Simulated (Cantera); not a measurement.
Feed: 1 mol HgO, 8.4 mol N2, equilibrated at 1198 K and 113 Torr.

Cantera equilibrium calculation (NASA polynomials, part measured and part estimated; ideal gas, pure solids and liquids). Candidate condensed phases: Hg, HgO; 10 gas species. Rates play no part.

Base state: N2 0.848, Hg 0.101, O2 0.0505, NO 9.80e-5 (mole fractions); condensed: gas only.

Problem. What changes in the equilibrium state with this change: HgO replaced by PbO?

Solution. 
| species | before | after |
|---|---|---|
| N2 | 0.848 | 0.999 |
| PbO | 0 | 0.000436 |
| Pb | 0 | 7.32e-5 |
| Hg | 0.101 | 0 |
| O2 | 0.0505 | 3.52e-5 |
| NO | 9.80e-5 | 2.81e-6 |
| PbO(l), mol | 0 | 0.996 |
Further candidate phases: Pb, PbO, PbO2, Pb3O4.
